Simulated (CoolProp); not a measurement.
Vapour-liquid equilibrium of CH2F2 (R32) (1) + R125 (2) at -57.65 °C; x and y are mole fractions of (1).

Computed with CoolProp (multi-fluid Helmholtz-energy mixture model, Tillner-Roth 1997 and Lemmon 2005; pair parameters Lemmon 2004).

| x | bubble pressure, mixture model (kPa) | bubble pressure, Raoult's law (kPa) | y, mixture model | y, Raoult's law |
|---|---|---|---|---|
| 0.05 | 62.76 | 62.43 | 0.064 | 0.059 |
| 0.2 | 65.65 | 64.24 | 0.245 | 0.230 |
| 0.35 | 68.39 | 66.06 | 0.408 | 0.392 |
| 0.5 | 70.78 | 67.87 | 0.552 | 0.545 |
| 0.65 | 72.65 | 69.68 | 0.685 | 0.689 |
| 0.8 | 73.86 | 71.49 | 0.812 | 0.827 |
| 0.95 | 74.14 | 73.31 | 0.948 | 0.958 |

The largest gap from Raoult's law is +4.3 % in bubble pressure, at x = 0.5. y crosses x between x = 0.8 and 0.95: the model has an azeotrope there.

Pair parameters are fitted to limited data, so mixtures are less certain than the pure fluids.
